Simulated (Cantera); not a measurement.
Cantera run, input and output.

```python
import numpy as np
import cantera as ct

gas = ct.Solution("gri30.yaml")
gas.TPX = 2000, 35000, {'NO': 1, 'N2': 5.3}
inlet = ct.Reservoir(gas, clone=True)

reactor = ct.IdealGasConstPressureReactor(gas, energy="off", clone=False)
exhaust = ct.Reservoir(gas, clone=True)
tau = [1.3, 0.64, 0.32, 0.16, 0.078, 0.038, 0.019, 0.0093, 0.0046][0]
for a, b in ((inlet, reactor), (reactor, exhaust)):
    ct.MassFlowController(a, b, mdot=lambda t: reactor.mass / tau)
net = ct.ReactorNet([reactor])
show = ['NO', 'N2O', 'NO2', 'N2', 'O', 'O2']

rows = []
print(f"{'tau/s':>10s}{'T/K':>9s}" + "".join(f"{s:>11s}" for s in show))
for tau in [1.3, 0.64, 0.32, 0.16, 0.078, 0.038, 0.019, 0.0093, 0.0046]:
    net.initial_time = 0.0
    net.advance(30 * tau)
    before = gas.X
    net.advance(40 * tau)
    drift = np.max(np.abs(gas.X - before) / (gas.X + 1e-9))
    rows.append([gas.T, *gas[show].X, drift])
    print(f"{tau:10.3e}{gas.T:9.1f}" + "".join(f"{x:11.3e}" for x in gas[show].X))
```

Output:

```
     tau/s      T/K         NO        N2O        NO2         N2          O         O2
 1.300e+00   2000.0  1.174e-01  6.176e-06  3.868e-05  8.619e-01  1.728e-04  2.054e-02
 6.400e-01   2000.0  1.370e-01  8.489e-06  3.419e-05  8.521e-01  1.327e-04  1.076e-02
 3.200e-01   2000.0  1.480e-01  9.979e-06  2.835e-05  8.466e-01  1.035e-04  5.299e-03
 1.600e-01   2000.0  1.535e-01  1.077e-05  2.369e-05  8.438e-01  8.462e-05  2.545e-03
 7.800e-02   2000.0  1.562e-01  1.113e-05  2.050e-05  8.425e-01  7.282e-05  1.180e-03
 3.800e-02   2000.0  1.575e-01  1.118e-05  1.837e-05  8.418e-01  6.518e-05  5.376e-04
 1.900e-02   2000.0  1.581e-01  1.097e-05  1.657e-05  8.415e-01  5.880e-05  2.413e-04
 9.300e-03   2000.0  1.584e-01  1.042e-05  1.426e-05  8.414e-01  5.062e-05  9.588e-05
 4.600e-03   2000.0  1.586e-01  9.425e-06  1.097e-05  8.413e-01  3.906e-05  3.209e-05
```

Cantera simulation using GRI-Mech 3.0 (53 species, 325 reactions); the numbers are that mechanism's predictions, not measurements.
